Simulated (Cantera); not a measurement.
**Adiabatic ignition**

An adiabatic, constant-volume homogeneous reactor starts with 30.3 % H₂, 12.6 % O₂, 45.5 % N₂, 11.5 % H₂O, at 1025 K and 40000 Pa.

Detailed kinetics in Cantera: the H2/O2 subset of GRI-Mech 3.0, which has no nitrogen chemistry.

```tsv
t (s)	T (K)	P (bar)	x H₂	x O₂	x H₂O	x OH	x O
1.00e-6	1025	0.400	0.303	0.126	0.115	<1e-12	<1e-12
2.90e-6	1025	0.400	0.303	0.126	0.115	1.23e-12	2.28e-12
8.42e-6	1025	0.400	0.303	0.126	0.115	5.10e-12	1.23e-11
2.44e-5	1025	0.400	0.303	0.126	0.115	2.17e-11	5.76e-11
7.09e-5	1025	0.400	0.303	0.126	0.115	1.59e-10	4.34e-10
0.000206	1025	0.400	0.303	0.126	0.115	1.20e-8	3.27e-8
0.000597	2471	0.882	0.0816	0.0112	0.348	0.0258	0.00633
0.00173	2712	0.952	0.0742	0.00630	0.372	0.0217	0.00311
0.00503	2712	0.952	0.0742	0.00630	0.372	0.0217	0.00311
0.0146	2712	0.952	0.0742	0.00630	0.372	0.0217	0.00311
0.0423	2712	0.952	0.0742	0.00630	0.372	0.0217	0.00311
0.123	2712	0.952	0.0742	0.00630	0.372	0.0217	0.00311
0.356	2712	0.952	0.0742	0.00630	0.372	0.0217	0.00311
1.03	2712	0.952	0.0742	0.00630	0.372	0.0217	0.00311
3.00	2712	0.952	0.0742	0.00630	0.372	0.0217	0.00311
```
x: mole fraction; the columns are a selection and need not sum to one.

```
Quantity                                                             Value
---------------------------------  ---------------------------------------
time of steepest temperature rise                                 0.493 ms
temperature at 3.00 s                                               2712 K
equilibrium temperature                                             2712 K
x(H₂) at 3.00 s                      0.0742 (gas-phase equilibrium 0.0742)
x(O₂) at 3.00 s                    0.00630 (gas-phase equilibrium 0.00630)
x(H₂O) at 3.00 s                       0.372 (gas-phase equilibrium 0.372)
```
